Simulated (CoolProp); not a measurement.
Dimethyl carbonate along the isobar 8.53 bar: Z from the reference equation and from simpler models built on Tc = 283.9 °C, pc = 49.09 bar, ω = 0.346; each cubic takes its own stable root.

Model: reference Helmholtz-energy equation of state, Zhou 2011, in CoolProp.

```csv
T (°C),phase,reference
85.25,liquid,0.02626
100.75,liquid,0.02575
116.35,liquid,0.02533
131.85,liquid,0.02499
147.45,liquid,0.02474
162.95,liquid,0.02459
178.55,gas,0.8675
194.05,gas,0.8834
209.55,gas,0.8966
225.15,gas,0.9078
240.65,gas,0.9173
256.25,gas,0.9256
271.75,gas,0.9327
```

**Question.** How far does each simpler model (van der Waals, Redlich-Kwong, Soave-Redlich-Kwong, Peng-Robinson) lie from the reference over these 13 states: mean and median of the absolute difference, and the worst?

**Answer.** 
- van der Waals: mean 1071.5 %, median 4.6 %, worst +3555.1 % at 162.95 °C and 8.53 bar
- Redlich-Kwong: mean 271.4 %, median 1.7 %, worst +3431.1 % at 162.95 °C and 8.53 bar
- Soave-Redlich-Kwong: mean 5.7 %, median 0.1 %, worst +13.3 % at 162.95 °C and 8.53 bar
- Peng-Robinson: mean 0.8 %, median 0.9 %, worst -1.1 % at 116.35 °C and 8.53 bar

At some of these states van der Waals, Redlich-Kwong gives the other phase, because its saturation line lies elsewhere.
